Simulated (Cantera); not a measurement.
Feed: 1 mol Si, 3.4 mol HCl, at 1.00 bar.

These are equilibrium values from Cantera (NASA tables, ideal gas, pure condensed phases), not measurements of a reactor. Candidate condensed phases: Si; 19 gas species. The tables' values for SiCl3 are old estimates; treat these amounts as uncertain. Kinetics and transport are ignored. All values below are at 450 °C.

Base state: H2 0.629, SiCl4 0.261, SiHCl3 0.106, SiH2Cl2 0.00301, HCl 0.000461, SiH3Cl 1.85e-5, SiCl3 1.66e-5 (mole fractions); condensed: Si(s).

### Question
What changes in the equilibrium state with this change: HCl from 3.4 to 7.4 mol?

### Answer
| species | before | after |
|---|---|---|
| HCl | 0.000461 | 0.531 |
| H2 | 0.629 | 0.312 |
| SiCl4 | 0.261 | 0.156 |
| SiHCl3 | 0.106 | 2.75e-5 |
| SiH2Cl2 | 0.00301 | <1e-9 |
| SiH3Cl | 1.85e-5 | <1e-9 |
| SiCl3 | 1.66e-5 | 6.09e-9 |
| Si(s), mol | 0.0805 | 0 |
